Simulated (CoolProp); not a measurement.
20 sccm (0 °C, 1 atm) of nitrogen bubbles through liquid propylene glycol at 373 K and leaves saturated at a total pressure of 0.0745 MPa (ideal gas phase). Each further row changes one setting.

The numbers come from the reference Helmholtz-energy equation of state, Eisenbach 2021 in CoolProp.

| case | vapour pressure (kPa) | mole fraction of vapour | delivery (mg/min) | delivery (sccm) | change of delivery for a bath 1 K warmer (%) |
|---|---|---|---|---|---|
| as stated | 2.95 | 0.0396 | 2.80 | 0.824 | 5.5 |
| bath temperature 378 K | 3.81 | 0.0511 | 3.66 | 1.08 | 5.4 |
| total pressure 0.149 MPa | 2.95 | 0.0198 | 1.37 | 0.404 | 5.4 |
